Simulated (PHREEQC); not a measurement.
Consider water at 25 °C with 8.5 mmol/kgw Cu(BF4)2, 1.1 mmol/kgw H2SO4 and 1.7 mmol/kgw Na2SO4. Closed to the air; pH follows from the charge balance.

The numbers come from PHREEQC with the ion-association model, wateq4f.dat.

No solid was allowed to form.

### Question
Predict the pH, ionic strength.

### Answer
pH 2.65; ionic strength 0.0306 mol/kgw.

### Question
In which forms is F present?

### Answer
BF4- 84 %, HF 7.1 %, BF3OH- 4.8 %, F- 2.5 %, BF2(OH)2- 0.9 % of the F.

Real BF4- forms and hydrolyses slowly; the run takes it at equilibrium.
